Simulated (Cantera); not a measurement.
# Hydrocarbon pyrolysis for carbon deposition

A perfectly stirred reactor is fed with CH₄ : N₂ = 1 : 190 (molar parts), at 100000 Pa; it is held at 1600 K, and followed from long to short residence time.

Model: GRI-Mech 3.0 (53 species, 325 reactions), integrated in Cantera. GRI-Mech 3.0 stops at C3 and has no aromatics, soot or wall deposition, so with more carbon than oxygen in the feed, carbon stays in small species such as C2H2 where larger ones or solid carbon would form.

| τ (s) | x CH₄ | x HCN | x CH₂ | x H | x H₂ |
|---|---|---|---|---|---|
| 9.4 | 0.000529 | 4.02e-6 | 3.83e-9 | 4.40e-6 | 0.00701 |
| 2.8 | 0.000926 | 2.05e-6 | 6.72e-9 | 4.09e-6 | 0.00641 |
| 0.85 | 0.00154 | 9.83e-7 | 1.14e-8 | 3.60e-6 | 0.00547 |
| 0.25 | 0.00242 | 4.03e-7 | 1.86e-8 | 2.91e-6 | 0.00412 |
| 0.076 | 0.00339 | 1.38e-7 | 2.78e-8 | 2.10e-6 | 0.00260 |
| 0.023 | 0.00428 | 3.21e-8 | 3.52e-8 | 1.24e-6 | 0.00120 |
| 0.0069 | 0.00494 | 2.85e-9 | 2.67e-8 | 4.63e-7 | 0.000289 |
| 0.0021 | 0.00518 | 9.23e-11 | 7.59e-9 | 1.32e-7 | 3.47e-5 |
| 0.00062 | 0.00522 | 4.02e-12 | 1.13e-9 | 7.42e-8 | 6.08e-6 |
| 0.00018 | 0.00523 | <1e-12 | 1.42e-10 | 6.60e-8 | 1.58e-6 |
x: mole fraction; the columns are a selection and need not sum to one.
